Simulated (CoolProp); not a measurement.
Saturation properties of methane.

Computed with CoolProp (reference Helmholtz-energy equation of state, Setzmann 1991).

```
T (K)  p (MPa)  enthalpy of vaporisation (kJ/kg)  liquid cp (kJ/(kg K))  liquid viscosity (µPa s)  liquid conductivity (mW/(m K))
-----  -------  --------------------------------  ---------------------  ------------------------  ------------------------------
106.6  0.06536                             519.7                  3.447                       131                             191
112.4      ___                             509.5                  3.486                       115                             183
118.1      ___                             498.5                  3.532                       102                             175
123.9   0.2500                             486.3                  3.588                      91.0                             ___
129.6   0.3586                             473.0                  3.653                       ___                             158
135.4   0.5014                             458.1                  3.734                      73.8                             150
141.1   0.6784                             441.9                  3.834                      66.8                             ___
146.9   0.9013                             423.4                  3.963                      60.5                             134
152.6    1.168                             403.0                  4.129                      54.8                             126
158.4    1.492                             379.4                  4.357                      49.5                             117
164.1    1.870                             352.7                  4.677                      44.5                             109
```

**Question.** Fill in the missing entries.

**Answer.** 
- 112.4, p (MPa): 0.1076
- 118.1, p (MPa): 0.1670
- 123.9, liquid conductivity (mW/(m K)): 166
- 129.6, liquid viscosity (µPa s): 81.8
- 141.1, liquid conductivity (mW/(m K)): 142

It boils at 111.7 K under 1 atm.

Viscosity comes from a separate model (Quiñones-Cisneros 2006). Thermal conductivity comes from a separate model (Friend 1989).
